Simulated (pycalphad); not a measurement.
## Effect of Si content in Al-Si

CALPHAD calculation (pycalphad, COST 507 light-alloy database (1999)), 1 atm. These are 1990s assessments: newer ones move some temperatures and phases. Amounts are mole fractions of atoms.

```tsv
alloy	liquidus (K)	first solid	solidus (K)	phases at 1070 K
Al-15.02Si (wt.%)	890	diamond (Si)	850	liquid 1.00
Al-29.88Si (wt.%)	?	diamond (Si)	850	?
Al-59.07Si (wt.%)	1414	diamond (Si)	850	liquid 0.58, diamond (Si) 0.42
```

Question: Complete the blanks.

Answer: 
- Al-29.88Si (wt.%), liquidus (K): 1093
- Al-29.88Si (wt.%), phases at 1070 K: liquid 0.98, diamond (Si) 0.02
